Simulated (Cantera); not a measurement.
An isothermal, constant-pressure homogeneous reactor starts with CH4 : H2O = 1 : 4.1 (molar parts), at 1823 K and 10.0 bar.

Model: GRI-Mech 3.0 (53 species, 325 reactions), integrated in Cantera.

One state of this run: x CH4 = 0.161; x H2O = 0.786; x O2 = 7.29e-9; x CH2O = 0.000115; x CO2 = 1.62e-5. x: mole fraction; the columns are a selection and need not sum to one.

Problem. Which value of t (s) does it belong to?
A) 0.000547
B) 6.69e-5
C) 0.299
D) 0.00447

Solution. B, 6.69e-5
